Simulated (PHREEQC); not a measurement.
Dissolve 0.28 mol/kgw MnSO4, 0.037 mol/kgw H3AsO4 and 0.26 mol/kgw Na2SO4 at 20 °C. Closed to the air; pH follows from the charge balance.

Equilibrium calculation in PHREEQC: ion-association model, wateq4f.dat.

Precipitation was switched off in this run.

### Question
What pH, activity of water, ionic strength does the model give?

### Answer
pH 2.45; activity of water 0.981; ionic strength 1.12 mol/kgw.

### Question
In which forms is Mn present?

### Answer
MnSO4 51 %, Mn+2 49 % of the Mn.

Ionic strength above about 0.7 mol/kgw puts this run outside the model's range. Complexes and solids missing from the database can't appear. The database has no arsenate complexes of Mn.
